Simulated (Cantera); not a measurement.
An adiabatic, constant-pressure homogeneous reactor starts with CH4 : C2H6 : C3H8 : O2 : N2 : CO2 = 1 : 0.065 : 0.46 : 11.3 : 42.6 : 8 (molar parts), at 1575 K and 10.0 bar. Integrator tolerance rtol = 1e-08.

Detailed kinetics in Cantera: GRI-Mech 3.0 (53 species, 325 reactions).

Q: What does this change do: initial temperature 1575 to 1675 K?

A: 
```
quantity                                                            before                                      after
---------------------------------  ---------------------------------------  -----------------------------------------
time of steepest temperature rise                                  15.8 µs                                    7.41 µs
temperature at 0.500 s                                              2241 K                                     2324 K
equilibrium temperature                                             2241 K                                     2324 K
x(CH4) at 0.500 s                    <1e-12 (gas-phase equilibrium <1e-12)      <1e-12 (gas-phase equilibrium <1e-12)
x(C2H6) at 0.500 s                   <1e-12 (gas-phase equilibrium <1e-12)      <1e-12 (gas-phase equilibrium <1e-12)
x(C3H8) at 0.500 s                   <1e-12 (gas-phase equilibrium <1e-12)      <1e-12 (gas-phase equilibrium <1e-12)
x(H2) at 0.500 s                   9.08e-5 (gas-phase equilibrium 9.08e-5)  0.000146 (gas-phase equilibrium 0.000146)
x(CH3) at 0.500 s                    <1e-12 (gas-phase equilibrium <1e-12)      <1e-12 (gas-phase equilibrium <1e-12)
```

Q: What does this change do: CH4 1 to 2.5 parts?

A: 
```json
[
 {"quantity": "time of steepest temperature rise", "before": "15.8 µs", "after": "22.3 µs"},
 {"quantity": "temperature at 0.500 s", "before": "2241 K", "after": "2542 K"},
 {"quantity": "equilibrium temperature", "before": "2241 K", "after": "2542 K"},
 {"quantity": "x(CH4) at 0.500 s", "before": "<1e-12 (gas-phase equilibrium <1e-12)", "after": "<1e-12 (gas-phase equilibrium <1e-12)"},
 {"quantity": "x(C2H6) at 0.500 s", "before": "<1e-12 (gas-phase equilibrium <1e-12)", "after": "<1e-12 (gas-phase equilibrium <1e-12)"},
 {"quantity": "x(C3H8) at 0.500 s", "before": "<1e-12 (gas-phase equilibrium <1e-12)", "after": "<1e-12 (gas-phase equilibrium <1e-12)"},
 {"quantity": "x(H2) at 0.500 s", "before": "9.08e-5 (gas-phase equilibrium 9.08e-5)", "after": "0.00101 (gas-phase equilibrium 0.00101)"},
 {"quantity": "x(CH3) at 0.500 s", "before": "<1e-12 (gas-phase equilibrium <1e-12)", "after": "<1e-12 (gas-phase equilibrium <1e-12)"}
]
```
